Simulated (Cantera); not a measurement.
A Cantera script and its output.

```python
import numpy as np
import cantera as ct

gas = ct.Solution("gri30.yaml")
gas.TPX = 1375, 1000000, {'H2': 1, 'O2': 1.3, 'N2': 3.42}
reactor = ct.IdealGasReactor(gas, energy="on", clone=False)
net = ct.ReactorNet([reactor])
net.rtol, net.atol = 1e-08, 1e-16
show = ['H2', 'O2', 'OH', 'HO2', 'NO', 'H2O2']
times = np.geomspace(4e-06, 0.8, 12)

steps = ct.SolutionArray(gas, extra=["t"])
rows = []
print(f"{'t/s':>10s}{'T/K':>9s}{'P/Pa':>11s}" + "".join(f"{s:>11s}" for s in show))
for t in times:
    while net.time < t:
        t_next = net.step()
        steps.append(gas.state, t=t_next)
    rows.append([np.interp(t, steps.t, y) for y in (steps.T, steps.P, *steps(*show).X.T)])
    print(f"{t:10.3e}{rows[-1][0]:9.1f}{rows[-1][1]:11.4g}" + "".join(f"{x:11.3e}" for x in rows[-1][2:]))
rate = np.gradient(steps.T, steps.t)
print("integrator steps:", len(steps.t))
if steps.T.max() > steps.T[0] + 200:
    print(f"time of steepest temperature rise: {steps.t[rate.argmax()]:.4e} s")
gas.TPX = 1375, 1000000, {'H2': 1, 'O2': 1.3, 'N2': 3.42}
gas.equilibrate("UV")
print(f"equilibrium (UV): T = {gas.T:.1f} K  " + "  ".join(f"{s} {gas[s].X[0]:.3e}" for s in show))
```

It prints:

```
       t/s      T/K       P/Pa         H2         O2         OH        HO2         NO       H2O2
 4.000e-06   2735.0   1.83e+06  2.115e-03  1.465e-01  1.782e-02  5.349e-05  1.274e-04  3.172e-06
 1.213e-05   2743.0  1.835e+06  1.913e-03  1.467e-01  1.711e-02  5.382e-05  5.434e-04  3.339e-06
 3.680e-05   2740.6  1.833e+06  1.901e-03  1.461e-01  1.700e-02  5.339e-05  1.763e-03  3.318e-06
 1.116e-04   2734.0  1.828e+06  1.865e-03  1.446e-01  1.669e-02  5.221e-05  5.117e-03  3.262e-06
 3.386e-04   2719.4  1.818e+06  1.789e-03  1.412e-01  1.601e-02  4.968e-05  1.248e-02  3.139e-06
 1.027e-03   2702.5  1.806e+06  1.703e-03  1.373e-01  1.526e-02  4.685e-05  2.092e-02  3.000e-06
 3.116e-03   2698.2  1.803e+06  1.681e-03  1.363e-01  1.506e-02  4.614e-05  2.309e-02  2.965e-06
 9.450e-03   2698.1  1.803e+06  1.681e-03  1.363e-01  1.506e-02  4.614e-05  2.311e-02  2.965e-06
 2.867e-02   2698.1  1.803e+06  1.681e-03  1.363e-01  1.506e-02  4.614e-05  2.311e-02  2.965e-06
 8.695e-02   2698.1  1.803e+06  1.681e-03  1.363e-01  1.506e-02  4.614e-05  2.311e-02  2.965e-06
 2.637e-01   2698.1  1.803e+06  1.681e-03  1.363e-01  1.506e-02  4.614e-05  2.311e-02  2.965e-06
 8.000e-01   2698.1  1.803e+06  1.681e-03  1.363e-01  1.506e-02  4.614e-05  2.311e-02  2.965e-06
integrator steps: 1139
time of steepest temperature rise: 2.4142e-06 s
equilibrium (UV): T = 2698.1 K  H2 1.681e-03  O2 1.363e-01  OH 1.506e-02  HO2 4.614e-05  NO 2.311e-02  H2O2 2.965e-06
```

Detailed kinetics in Cantera: GRI-Mech 3.0 (53 species, 325 reactions). The hydrogen kinetics of GRI-Mech 3.0 are dated; newer H2 mechanisms differ, most at raised pressure.
